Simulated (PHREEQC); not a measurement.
## Alkaline etch or developer (model solution)

Solution (40 °C): 0.0018 mol NaOH and 0.00011 mol CO2 per kg of water. Closed to the air; pH follows from the charge balance.

All values are PHREEQC results (Pitzer model, pitzer.dat), not measurements.

No solid was allowed to form.

Task: Estimate the pH, osmotic coefficient, specific conductance.

Result: pH 10.72; osmotic coefficient 0.983; specific conductance 553 µS/cm.

Task: In which forms is C present?

Result: CO3-2 78 %, HCO3- 22 % of the C.

Constants without temperature data keep their 25 °C values here.
